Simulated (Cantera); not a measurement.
Cantera with NASA thermochemical tables; ideal gases at 1 bar, condensed phases pure. Values are per mole of reaction as written; species without (g) are pure solids or liquids, kept so even where they would boil at 1 bar. TaC: taken at fixed stoichiometry.

**Question.** Between 1273 and 1723 K, where is each reaction favourable under standard conditions?
- 2 C6H6(g) + 9 Ta = 9 TaC + 3 CH4(g)
- C2H4(g) + 2 TaC + 2 N2(g) = 2 Ta + 4 HCN(g)

**Answer.** 
- 2 C6H6(g) + 9 Ta = 9 TaC + 3 CH4(g): ΔG° is -1747 kJ at 1273 K and -1775 kJ at 1723 K; it stays negative (K > 1). ΔH° is -1661 kJ and ΔS° 66 J/K at 1723 K.
- C2H4(g) + 2 TaC + 2 N2(g) = 2 Ta + 4 HCN(g): ΔG° is 510 kJ at 1273 K and 416 kJ at 1723 K; it stays positive (K < 1). ΔH° is 773 kJ and ΔS° 207 J/K at 1723 K.
